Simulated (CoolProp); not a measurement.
Vapour-liquid equilibrium of dimethyl carbonate (1) + n-octane (2) at 70.4 kPa; x and y are mole fractions of (1).

The numbers come from the multi-fluid Helmholtz-energy mixture model, Zhou 2011 and Beckmüller 2019; pair parameters Bell 2016 in CoolProp.

**Question.** Give the bubble temperature and the first vapour's composition at x = 0.35, 0.55, 0.95. Is there an azeotrope?

**Answer.** x = 0.35: 354.5 K, y = 0.730; x = 0.55: 352.1 K, y = 0.777; x = 0.95: 351.4 K, y = 0.928. y crosses x between x = 0.85 and 0.95: the model has an azeotrope there.

Pair parameters are fitted to limited data, so mixtures are less certain than the pure fluids.
